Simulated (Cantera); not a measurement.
## Ignition delay

Mixture: 13.4 % CH₄, 17.8 % O₂, 62.5 % N₂, 6.29 % H₂O, equivalence ratio 1.5, at 27.0 bar, adiabatic and at constant pressure. Ignition delay is the time to a rise of 400 K.

Cantera simulation using GRI-Mech 3.0 (53 species, 325 reactions); the numbers are that mechanism's predictions, not measurements. The pressure lies above the range GRI-Mech 3.0 was tuned for (to about 10 atm).

```
T0 (K)  delay (ms)
------  ----------
1000          32.2
1100          6.38
1200          1.74
1300         0.587
1400         0.223
1500        0.0914
1600        0.0391
```

```yaml
apparent activation energy between 1400 and 1600 K: 160 kJ/mol
```
